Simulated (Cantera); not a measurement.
What does this Cantera script print?

```python
import numpy as np
import cantera as ct

gas = ct.Solution("gri30.yaml")


def delay(T, t_max=10):
    gas.TPX = T, 170000, {'C3H8': 1, 'O2': 9.8, 'N2': 36.9}
    reactor = ct.IdealGasReactor(gas, clone=False)
    net = ct.ReactorNet([reactor])
    net.rtol, net.atol = 1e-8, 1e-16
    while net.time < t_max:
        t_old, T_old = net.time, reactor.T
        net.step()
        if reactor.T > T + 400:  # ignition: a rise of 400 K
            return t_old + (T + 400 - T_old) / (reactor.T - T_old) * (net.time - t_old)
    return np.nan


taus = []
for T in [1025, 1125, 1225, 1325, 1425, 1525]:
    taus.append(delay(T))
    print(f"T0 = {T:6g} K   tau = {taus[-1]:.4e} s")
```

Output:

```
T0 =   1025 K   tau = 1.9093e-01 s
T0 =   1125 K   tau = 2.0600e-02 s
T0 =   1225 K   tau = 2.5710e-03 s
T0 =   1325 K   tau = 4.4005e-04 s
T0 =   1425 K   tau = 1.0961e-04 s
T0 =   1525 K   tau = 3.8617e-05 s
```

Computed with Cantera and GRI-Mech 3.0 (53 species, 325 reactions). GRI-Mech 3.0 was tuned for natural gas; its chemistry of propane as a main component is partial and can be far from experiment.
